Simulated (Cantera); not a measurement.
Feed: 1 mol Si, 0.0019 mol H2O, a varied amount of N2, held at 1400 K and 0.000930 bar.

Method: chemical equilibrium by Gibbs-energy minimisation in Cantera with the NASA 1993 tables (ideal gas, pure condensed phases). Candidate condensed phases: H2O, Si, SiO2, Si2N2O, Si3N4; 35 gas species. N2 is the only nitrogen source here; it is nearly inert below about 1500 K, so the nitride shown seldom forms there in practice. Mutual solubility and eutectic melting of coexisting phases are not modelled. Kinetics and transport are ignored.

x: gas mole fraction; n: condensed amount in mol.

| n(N2) (mol) | x N2 | x H2 | x SiO | x H | n Si2N2O(s) | n Si3N4(s) |
|---|---|---|---|---|---|---|
| 67 | 1.000 | 2.82e-5 | 1.26e-5 | 8.47e-7 | 0.00107 | 0.332 |
| 84 | 1.000 | 2.24e-5 | 1.26e-5 | 7.55e-7 | 0.000853 | 0.332 |
| 100 | 1.000 | 1.88e-5 | 1.26e-5 | 6.91e-7 | 0.000652 | 0.332 |
| 130 | 1.000 | 1.44e-5 | 1.26e-5 | 6.05e-7 | 0.000275 | 0.333 |
| 160 | 1.000 | 1.17e-5 | 1.19e-5 | 5.44e-7 | 0 | 0.333 |
| 200 | 1.000 | 9.29e-6 | 9.53e-6 | 4.86e-7 | 0 | 0.333 |
| 250 | 1.000 | [?] | [?] | [?] | 0 | 0.333 |
| 320 | 1.000 | 5.76e-6 | 5.95e-6 | 3.83e-7 | 0 | 0.333 |
| 390 | 1.000 | [?] | [?] | [?] | 0 | 0.333 |
| 490 | 1.000 | 3.73e-6 | 3.88e-6 | 3.08e-7 | 0 | 0.333 |

**Question.** Fill in the missing entries.

**Answer.** 
- 390, x H2: 4.71e-6
- 390, x SiO: 4.88e-6
- 390, x H: 3.46e-7
- 250, x H2: 7.40e-6
- 250, x SiO: 7.62e-6
- 250, x H: 4.34e-7
